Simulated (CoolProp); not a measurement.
A Linde-Hampson liquefier for ethane: isothermal reversible compression at 320 K from 1 atm to 15 MPa, throttling to 1 atm, return gas leaving the recuperator 0 K below the feed. Each further row changes one setting.

Values from CoolProp's reference Helmholtz-energy equation of state, Bücker 2006.

```json
[
 {"case": "as stated", "liquid yield per pass": "0.457", "compression work (kJ/kg of gas)": "353"},
 {"case": "high pressure 30 MPa", "liquid yield per pass": "0.467", "compression work (kJ/kg of gas)": "390"},
 {"case": "warm-end temperature 350 K", "liquid yield per pass": "0.359", "compression work (kJ/kg of gas)": "414"},
 {"case": "warm-end gap 5 K", "liquid yield per pass": "0.450", "compression work (kJ/kg of gas)": "353"}
]
```
